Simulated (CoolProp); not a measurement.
Vapour-liquid equilibrium of benzene (1) + dimethyl carbonate (2) at 232.35 °C; x and y are mole fractions of (1).

The numbers come from the multi-fluid Helmholtz-energy mixture model, Thol 2012 and Zhou 2011; pair parameters Bell 2016 in CoolProp.

Task: Give the bubble pressure and the first vapour's composition at x = 0.05, 0.2, 0.725. Is there an azeotrope?

Result: x = 0.05: 23.25 bar, y = 0.056; x = 0.2: 23.87 bar, y = 0.215; x = 0.725: 24.31 bar, y = 0.716. y crosses x between x = 0.5 and 0.575: the model has an azeotrope there.

Pair parameters are fitted to limited data, so mixtures are less certain than the pure fluids.
